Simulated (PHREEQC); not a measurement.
A made-up water analysis in mg/L, 25 °C, pH 6.85, pe 10.1:

| constituent | mg/L |
|---|---|
| Na | 184 |
| K | 14.3 |
| Ca | 58.4 |
| Mg | 2.22 |
| Cl | 100 |
| S(6) as SO4 | 228 |
| Alkalinity as HCO3 | 264 |
| Cd | 2.42 |
| Si as SiO2 | 1.36 |
| N(5) as NO3 | 21.6 |

Valence states are taken as typed.

Equilibrium calculation in PHREEQC: ion-association model, wateq4f.dat.

This is a speciation only: nothing precipitates in the calculation.

Task: What ionic strength, charge-balance error does the model give?

Result: ionic strength 0.0147 mol/kgw; charge-balance error -3.2 %.

Task: In which forms is S present?

Result: SO4-2 89 %, CaSO4 8.3 %, NaSO4- 2.2 %, MgSO4 0.6 % of the S.

Saturation is exceeded, for instance for Otavite; the values hold only as long as no solid forms.
